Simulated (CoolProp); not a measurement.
A single-stage vapour-compression cycle with the fluid: evaporating at 297.15 K (dew point), condensing at 320.15 K (bubble point), superheat 8 K, subcooling 0 K, compressor efficiency 0.85, no pressure losses. The same conditions are run with several fluids, on thermodynamics alone (safety and materials aside).

The numbers come from the reference Helmholtz-energy equation of state of each fluid (R407C: Lemmon 2003; R114: Platzer 1990; benzene: Thol 2012; R507A: Lemmon 2003; R410A: Lemmon 2003; R152A: Outcalt 1996) in CoolProp. The equations of Platzer and Polt are older, rougher fits. Blends and air are pseudo-pure fits.

**Question.** Rank R407C, R114, benzene, R507A, R410A, R152A by cooling COP, highest first.

**Answer.** benzene (10.3), R114 (9.84), R152A (9.67), R410A (8.45), R507A (8.37), R407C (7.28)

```
fluid    pressure ratio  discharge temperature (K)  refrigerating effect (kJ/kg)  volumetric capacity (kJ/m³)
-------  --------------  -------------------------  ----------------------------  ---------------------------
R407C              2.09                      342.4                           156                         6300
R114               1.98                      324.5                           111                         1650
benzene            2.66                      339.8                           402                          151
R507A              1.77                      332.1                           110                         6850
R410A              1.78                      339.6                           157                         9360
R152A              1.89                      336.7                           248                         4250
```
